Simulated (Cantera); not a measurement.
Mixture: CH4 : CO : O2 : N2 = 1 : 0.73 : 1.82 : 6.84 (molar parts), equivalence ratio 1.3, at 2.37 atm, adiabatic and at constant pressure. Ignition delay is the time to a rise of 400 K.

Detailed kinetics in Cantera: GRI-Mech 3.0 (53 species, 325 reactions).

Q: What does this change do: 0.053 parts C2H6 added?

A: 
| quantity | before | after |
|---|---|---|
| delay at 1000 K | 1.20 s | 0.273 s |
| delay at 1050 K | 0.460 s | 0.120 s |
| delay at 1100 K | 0.189 s | 55.0 ms |
| delay at 1150 K | 82.0 ms | 26.0 ms |
| delay at 1200 K | 37.4 ms | 12.6 ms |
| delay at 1250 K | 17.8 ms | 6.31 ms |
| apparent activation energy between 1150 and 1250 K | 180 kJ/mol | 170 kJ/mol |

Q: What does this change do: N2 6.84 to 9.9 parts?

A: 
| quantity | before | after |
|---|---|---|
| delay at 1000 K | 1.20 s | 1.63 s |
| delay at 1050 K | 0.460 s | 0.630 s |
| delay at 1100 K | 0.189 s | 0.260 s |
| delay at 1150 K | 82.0 ms | 0.113 s |
| delay at 1200 K | 37.4 ms | 51.7 ms |
| delay at 1250 K | 17.8 ms | 24.6 ms |
| apparent activation energy between 1150 and 1250 K | 180 kJ/mol | 180 kJ/mol |
